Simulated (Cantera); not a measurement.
What does this Cantera script print?

```python
import numpy as np
import cantera as ct

gas_names = """
    H HNO HNO2 HNO3 HO2 H2 H2O H2O2 H2S H2SO4 N NH NH2 NH3 NH2OH NO NO2 NO3 N2 N2H2 N2H4 N2O O OH O2 O3
    S SH SN SO SO2 SO3 S2 S2O S8
""".split()
cond_names = """
    H2O(s) H2O(L) H2SO4(L) S(cr1) S(cr2) S(L)
""".split()


# ... load() reads the species with a 1 bar reference pressure and builds the phases ...
atoms = {
    'NH3': {'N': 1, 'H': 3},
    'SO2': {'S': 1, 'O': 2},
}
top_T = {}  # K; cautious upper limits of use, not melting points


# ... equilibrate(T, P, feed) seeds the gas with the atoms and calls Mixture.equilibrate('TP', solver="vcs", rtol=1e-11, max_steps=5000) ...
results = []
T = 2375  # K
P = 101325  # Pa
for m in [0.0092, 0.016, 0.027, 0.047, 0.081, 0.14, 0.24, 0.42]:
    feed = {'NH3': 1, 'SO2': m}  # mol
    mix = equilibrate(T, P, feed)
    results.append((T, P, feed, dict(zip(mix.species_names, mix.species_moles))))

top = {s: max(r[3][s] / sum(r[3][g] for g in gas_names) for r in results) for s in gas_names}
cols = sorted((s for s in top if top[s] > 0.0001), key=lambda s: -top[s])[:5]
seen = [c for c in cond_names if any(r[3].get(c, 0) > 1e-12 for r in results)]
print("log10 of partial pressures in bar; condensed amounts in mol")
print(f"{'n(SO2)':>10s}" + "".join(f"{s[:9]:>10s}" for s in cols + seen))
for T, P, feed, n in results:
    ng = sum(n[g] for g in gas_names)
    print(f"{feed['SO2']:10.4g}" + "".join(f"{np.log10(max(n[s] / ng * P / 1e5, 1e-99)):10.3f}" for s in cols)
          + "".join(f"{n.get(c, 0):10.4g}" for c in seen))
```

Result:

```
log10 of partial pressures in bar; condensed amounts in mol
    n(SO2)        H2       H2O        N2        S2       SO2
    0.0092    -0.133    -2.036    -0.600    -3.782    -6.556
     0.016    -0.139    -1.797    -0.600    -3.338    -5.844
     0.027    -0.148    -1.571    -0.601    -2.935    -5.173
     0.047    -0.164    -1.334    -0.602    -2.531    -4.464
     0.081    -0.193    -1.105    -0.605    -2.161    -3.764
      0.14    -0.242    -0.881    -0.611    -1.821    -3.048
      0.24    -0.327    -0.679    -0.623    -1.531    -2.328
      0.42    -0.472    -0.519    -0.649    -1.313    -1.609
```

Method: chemical equilibrium by Gibbs-energy minimisation in Cantera with the NASA 1993 tables (ideal gas, pure condensed phases).
